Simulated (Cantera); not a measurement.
## Hydrocarbon pyrolysis for carbon deposition

An isothermal, constant-pressure homogeneous reactor starts with CH4 : N2 = 1 : 11 (molar parts), at 1650 K and 0.0140 bar.

Model: GRI-Mech 3.0 (53 species, 325 reactions), integrated in Cantera. GRI-Mech 3.0 stops at C3 and has no aromatics, soot or wall deposition, so with more carbon than oxygen in the feed, carbon stays in small species such as C2H2 where larger ones or solid carbon would form. Radical loss at walls, strong at low pressure, is not modelled.

```json
[
 {"t (s)": "2.00e-5", "x CH4": "0.0833", "x H": "9.42e-8", "x C2H": "<1e-12", "x C2H6": "<1e-12", "x CH2": "<1e-12", "x HCN": "<1e-12", "x C2H2": "<1e-12"},
 {"t (s)": "7.19e-5", "x CH4": "0.0833", "x H": "1.75e-7", "x C2H": "<1e-12", "x C2H6": "<1e-12", "x CH2": "<1e-12", "x HCN": "<1e-12", "x C2H2": "<1e-12"},
 {"t (s)": "0.000258", "x CH4": "0.0833", "x H": "1.93e-7", "x C2H": "<1e-12", "x C2H6": "7.94e-12", "x CH2": "1.06e-11", "x HCN": "<1e-12", "x C2H2": "<1e-12"},
 {"t (s)": "0.000928", "x CH4": "0.0833", "x H": "1.93e-7", "x C2H": "<1e-12", "x C2H6": "3.93e-10", "x CH2": "1.08e-10", "x HCN": "<1e-12", "x C2H2": "3.53e-12"},
 {"t (s)": "0.00334", "x CH4": "0.0833", "x H": "1.99e-7", "x C2H": "<1e-12", "x C2H6": "1.51e-8", "x CH2": "1.16e-9", "x HCN": "<1e-12", "x C2H2": "7.12e-10"},
 {"t (s)": "0.0120", "x CH4": "0.0832", "x H": "2.81e-7", "x C2H": "<1e-12", "x C2H6": "3.88e-7", "x CH2": "1.35e-8", "x HCN": "1.65e-12", "x C2H2": "1.29e-7"},
 {"t (s)": "0.0431", "x CH4": "0.0823", "x H": "1.45e-6", "x C2H": "1.81e-10", "x C2H6": "6.09e-6", "x CH2": "1.45e-7", "x HCN": "7.87e-11", "x C2H2": "2.35e-5"},
 {"t (s)": "0.155", "x CH4": "0.0676", "x H": "2.17e-5", "x C2H": "1.82e-8", "x C2H6": "3.15e-5", "x CH2": "7.62e-7", "x HCN": "2.04e-8", "x C2H2": "0.00338"},
 {"t (s)": "0.557", "x CH4": "0.0292", "x H": "8.00e-5", "x C2H": "1.14e-7", "x C2H6": "7.88e-6", "x CH2": "5.34e-7", "x HCN": "4.47e-7", "x C2H2": "0.0241"},
 {"t (s)": "2.00", "x CH4": "0.00720", "x H": "0.000147", "x C2H": "2.14e-7", "x C2H6": "7.61e-7", "x CH2": "2.61e-7", "x HCN": "2.01e-6", "x C2H2": "0.0350"}
]
```
x: mole fraction; the columns are a selection and need not sum to one.

Equilibrium at this temperature and pressure: CH4 1.14e-5, H 0.000262, C2H 1.14e-7, C2H6 6.58e-12, CH2 1.18e-9, HCN 0.0540, C2H2 0.0115 (gas phase only).
